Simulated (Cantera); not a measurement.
Charge: 1 mol trisilylamine, 29 mol NH3, 99 mol H2.

Method: chemical equilibrium by Gibbs-energy minimisation in Cantera with the NASA 1993 tables (ideal gas, pure condensed phases). Candidate condensed phases: Si, Si3N4; 18 gas species. The feed counts by its element totals alone. The numbers say what is thermodynamically allowed, not how fast it happens.

Stable condensed phases, one row left out:

```
T in °C \ P in Pa
              5     26    140    710   3700  19000 100000
   1602       A      A      B      B      B      B      C
   1527       A      B      B      B      B      C      C
   1452       A      B      B      B      C      C      C
   1377       B      B      B      B      C      C      C
   1302       B      B      B      C      C      C      C
   1152       B      C      C      C      C      C      C
   1077       C      C      C      C      C      C      C
   1002       C      C      C      C      C      C      C
    927       C      C      C      C      C      C      C
```

A: gas only; B: Si; C: Si3N4.

Give the row for 1227 °C.

5: Si; 26: Si; 140: Si3N4; 710: Si3N4; 3700: Si3N4; 19000: Si3N4; 100000: Si3N4.
